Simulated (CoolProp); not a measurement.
A closed Brayton cycle with carbon dioxide: compressor inlet 306.15 K and 8 MPa, high pressure 23.9 MPa, turbine inlet 945 K, compressor efficiency 0.8, turbine efficiency 0.85, recuperator effectiveness 0.9 (on enthalpy, no pinch check). Each further row changes one setting.

Model: reference Helmholtz-energy equation of state, Span 1996, in CoolProp.

```json
[
 {"case": "as stated", "thermal efficiency (%)": "36.4", "net work (kJ/kg)": "127", "compressor to turbine work": "0.18", "compressor exit (K)": "340.9", "turbine exit (K)": "811.0"},
 {"case": "turbine inlet 895 K", "thermal efficiency (%)": "35.3", "net work (kJ/kg)": "118", "compressor to turbine work": "0.20", "compressor exit (K)": "340.9", "turbine exit (K)": "765.5"},
 {"case": "compressor inlet 316.15 K", "thermal efficiency (%)": "35.1", "net work (kJ/kg)": "102", "compressor to turbine work": "0.35", "compressor exit (K)": "402.5", "turbine exit (K)": "811.0"},
 {"case": "high pressure 20.3 MPa", "thermal efficiency (%)": "34.2", "net work (kJ/kg)": "112", "compressor to turbine work": "0.17", "compressor exit (K)": "334.9", "turbine exit (K)": "830.3"},
 {"case": "recuperator effectiveness 0.5", "thermal efficiency (%)": "22.2", "net work (kJ/kg)": "127", "compressor to turbine work": "0.18", "compressor exit (K)": "340.9", "turbine exit (K)": "811.0"}
]
```
